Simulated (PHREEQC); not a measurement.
Ultrapure water in contact with air or piping (model solution)

Model water analysis in mg/L, 40 °C, pH 6.19, pe 2.1:

```
constituent             mg/L
------------------  --------
Na                    0.0827
K                    0.00738
Ca                    0.0292
Mg                   0.00441
Cl                    0.0713
S(6) as SO4             0.13
Alkalinity as HCO3    0.0587
N(-3) as NH4         0.00221
Sr                   0.00215
Br                  0.000299
```

Valence states are taken as typed.

The numbers come from PHREEQC with the ion-association model, wateq4f.dat.

No solid was allowed to form.

Task: Estimate the charge-balance error.

Result: charge-balance error 0.7 %.

Task: In which forms is C present?

Result: CO2 56 %, HCO3- 44 % of the C.

Constants without temperature data keep their 25 °C values here.
